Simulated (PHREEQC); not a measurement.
A solution holds 5 mol NaBr, 0.099 mol SrCl2 and 0.00025 mol H4SiO4 per kg of water, at 20 °C. It is in equilibrium with CO2 at log p = -3.4 (atm). Otherwise closed; pH follows from the charge balance.

Model: Pitzer model, pitzer.dat, run in PHREEQC.

Each row changes one thing in this solution. Precipitation was switched off in this run.

```json
[
 {"case": "as made", "pH": "4.90", "CO3-2 (mol/kgw)": "1.46e-10", "SI of Halite (NaCl)": "-1.59", "SI of Nahcolite (NaHCO3)": "-5.12"},
 {"case": "SrCl2 replaced by MgCl2 at the same molality", "pH": "4.88", "CO3-2 (mol/kgw)": "1.41e-10", "SI of Halite (NaCl)": "…", "SI of Nahcolite (NaHCO3)": "-5.12"},
 {"case": "SrCl2 from 0.099 to 0.109 mol/kgw", "pH": "4.89", "CO3-2 (mol/kgw)": "1.48e-10", "SI of Halite (NaCl)": "…", "SI of Nahcolite (NaHCO3)": "-5.12"},
 {"case": "NaBr replaced by NaCl at the same molality", "pH": "5.01", "CO3-2 (mol/kgw)": "2.45e-10", "SI of Halite (NaCl)": "…", "SI of Nahcolite (NaHCO3)": "-5.08"},
 {"case": "SrCl2 from 0.099 to 0.0495 mol/kgw", "pH": "4.91", "CO3-2 (mol/kgw)": "1.39e-10", "SI of Halite (NaCl)": "-1.90", "SI of Nahcolite (NaHCO3)": "-5.11"},
 {"case": "0.065 mol/kgw CaCl2 added", "pH": "4.89", "CO3-2 (mol/kgw)": "1.65e-10", "SI of Halite (NaCl)": "-1.35", "SI of Nahcolite (NaHCO3)": "-5.10"},
 {"case": "H4SiO4 left out", "pH": "4.90", "CO3-2 (mol/kgw)": "1.48e-10", "SI of Halite (NaCl)": "-1.59", "SI of Nahcolite (NaHCO3)": "-5.11"}
]
```

Problem. Fill in the missing entries.

Solution. 
- SrCl2 replaced by MgCl2 at the same molality, SI of Halite (NaCl): -1.58
- SrCl2 from 0.099 to 0.109 mol/kgw, SI of Halite (NaCl): -1.54
- NaBr replaced by NaCl at the same molality, SI of Halite (NaCl): -0.25

Complexes and solids missing from the database can't appear. In brines, pH and single-ion activities rest on the MacInnes convention.
